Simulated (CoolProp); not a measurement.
A single-stage vapour-compression cycle with the fluid: evaporating at 307.15 K (dew point), condensing at 357.15 K (bubble point), superheat 8 K, subcooling 0 K, compressor efficiency 0.6, no pressure losses. The same conditions are run with several fluids, on thermodynamics alone (safety and materials aside).

Model: reference Helmholtz-energy equation of state of each fluid (R1336mzz(Z): McLinden 2020; R21: Platzer 1990; cyclopentane: Gedanitz 2015; isohexane: Lemmon 2006; R141b: Lemmon 2006; R123: Younglove 1994), in CoolProp. The equations of Platzer and Polt are older, rougher fits.

Problem. Rank R1336mzz(Z), R21, cyclopentane, isohexane, R141b, R123 by cooling COP, highest first.

Solution. cyclopentane (3.13), R141b (3.07), R21 (3.05), R123 (2.95), isohexane (2.89), R1336mzz(Z) (2.76)

| fluid | pressure ratio | discharge temperature (K) | refrigerating effect (kJ/kg) | volumetric capacity (kJ/m³) |
|---|---|---|---|---|
| R1336mzz(Z) | 4.62 | 364.4 | 107 | 725 |
| R21 | 3.83 | 411.0 | 175 | 1790 |
| cyclopentane | 4.70 | 387.3 | 311 | 508 |
| isohexane | 5.04 | 362.8 | 235 | 320 |
| R141b | 4.29 | 386.4 | 168 | 843 |
| R123 | 4.28 | 377.9 | 120 | 924 |
